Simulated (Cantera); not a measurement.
Feed: 1 mol (CH3)2SiCl2, 0.0079 mol C3H8, 13 mol H2, equilibrated at 1527 °C and 250 Pa.

Cantera equilibrium calculation (NASA polynomials, part measured and part estimated; ideal gas, pure solids and liquids). Candidate condensed phases: C, C6H6, C7H8, C8H18, Si, SiC; 109 gas species. The feed counts by its element totals alone. The tables' values for SiCl are old estimates; treat these amounts as uncertain. Equilibrium is a limit: real reactors are often held back by kinetics, nucleation or transport.

Base state: H2 0.877, HCl 0.114, H 0.00671, SiCl2 0.00111, Cl 0.000668, C2H2 (acetylene) 0.000154, Si 3.06e-5, SiCl 1.61e-5 (mole fractions); condensed: C(graphite) + SiC(s).

Task: What changes in the equilibrium state with this change: H2 from 13 to 290 mol?

Result: 
| species | before | after |
|---|---|---|
| H2 | 0.877 | 0.986 |
| H | 0.00671 | 0.00711 |
| HCl | 0.114 | 0.00673 |
| SiCl2 | 0.00111 | 3.42e-6 |
| Si | 3.06e-5 | 3.06e-5 |
| Cl | 0.000668 | 3.72e-5 |
| SiCl | 1.61e-5 | 8.98e-7 |
| C2H2 (acetylene) | 0.000154 | 0.000173 |
| C(graphite), mol | 1.04 | 0.932 |
| SiC(s), mol | 0.980 | 0.989 |
